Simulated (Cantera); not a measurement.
Input (Python, Cantera) and output of one run.

```python
import numpy as np
import cantera as ct

gas_names = """
    F FO FO2 F2 F2O Mg MgF MgF2 MgO Mg2 Mg2F4 O O2 O3
""".split()
cond_names = """
    Mg(cr) Mg(L) MgF2(s) MgF2(L) MgO(s) MgO(L)
""".split()


def load(file, names, dense=False):
    # The tables refer to 1 bar. Condensed volumes are neglected.
    table = {s.name: s for s in ct.Species.list_from_file(file)}
    out = []
    for n in names:
        d = dict(table[n].input_data)
        d["thermo"] = dict(d["thermo"], **{"reference-pressure": 1e5})
        if dense:
            d["equation-of-state"] = {"model": "constant-volume", "density": "1e6 g/cm^3"}
        out.append(ct.Species.from_dict(d))
    return out


gas = ct.Solution(thermo="ideal-gas", species=load("nasa_gas.yaml", gas_names))
cond = {s.name: ct.Solution(thermo="fixed-stoichiometry", species=[s], name=s.name)
        for s in load("nasa_condensed.yaml", cond_names, dense=True)}
atoms = {
    'MgO': {'Mg': 1, 'O': 1},
    'F2': {'F': 2},
    'O2': {'O': 2},
}
top_T = {}  # K; cautious upper limits of use, not melting points


def equilibrate(T, P, feed):
    n = {}
    for name, mol in feed.items():
        for a, k in atoms[name].items():
            n[a] = n.get(a, 0.0) + k * mol
    gas.TPX = T, P, n
    mass = sum(n.values()) * gas.mean_molecular_weight
    gas.equilibrate("TP")
    valid = [c for c in cond.values() if c.min_temp <= T <= top_T.get(c.name, c.max_temp)]
    mix = ct.Mixture([(gas, mass / gas.mean_molecular_weight)] + [(c, 0.0) for c in valid])
    mix.T, mix.P = T, P
    mix.equilibrate("TP", solver="vcs", rtol=1e-11, max_steps=5000)
    return mix


results = []
T = 950  # K
P = 1333.22  # Pa
for m in [0.86, 1, 1.2, 1.3, 1.6, 1.8, 2.1, 2.4, 2.8, 3.2, 3.8, 4.4, 5]:
    feed = {'MgO': 1, 'F2': m, 'O2': 18}  # mol
    mix = equilibrate(T, P, feed)
    results.append((T, P, feed, dict(zip(mix.species_names, mix.species_moles))))

top = {s: max(r[3][s] / sum(r[3][g] for g in gas_names) for r in results) for s in gas_names}
cols = sorted((s for s in top if top[s] > 1e-05), key=lambda s: -top[s])[:6]
seen = [c for c in cond_names if any(r[3].get(c, 0) > 1e-12 for r in results)]
print("log10 of partial pressures in bar; condensed amounts in mol")
print(f"{'n(F2)':>10s}" + "".join(f"{s[:9]:>10s}" for s in cols + seen))
for T, P, feed, n in results:
    ng = sum(n[g] for g in gas_names)
    print(f"{feed['F2']:10.4g}" + "".join(f"{np.log10(max(n[s] / ng * P / 1e5, 1e-99)):10.3f}" for s in cols)
          + "".join(f"{n.get(c, 0):10.4g}" for c in seen))
```

Result:

```
log10 of partial pressures in bar; condensed amounts in mol
     n(F2)        O2         F        F2       FO2   MgF2(s)    MgO(s)
      0.86    -1.875   -14.359   -26.248   -18.145      0.86      0.14
         1    -1.875   -14.359   -26.248   -18.145         1  3.04e-12
       1.2    -1.884    -3.608    -4.747    -7.403         1         0
       1.3    -1.888    -3.458    -4.447    -7.257         1         0
       1.6    -1.899    -3.219    -3.969    -7.030         1         0
       1.8    -1.906    -3.127    -3.785    -6.944         1         0
       2.1    -1.916    -3.031    -3.592    -6.858         1         0
       2.4    -1.925    -2.961    -3.453    -6.798         1         0
       2.8    -1.937    -2.892    -3.315    -6.740         1         0
       3.2    -1.948    -2.840    -3.210    -6.699         1         0
       3.8    -1.964    -2.780    -3.090    -6.655         1         0
       4.4    -1.980    -2.734    -2.998    -6.625         1         0
         5    -1.994    -2.697    -2.925    -6.603         1         0
```

Method: chemical equilibrium by Gibbs-energy minimisation in Cantera with the NASA 1993 tables (ideal gas, pure condensed phases).
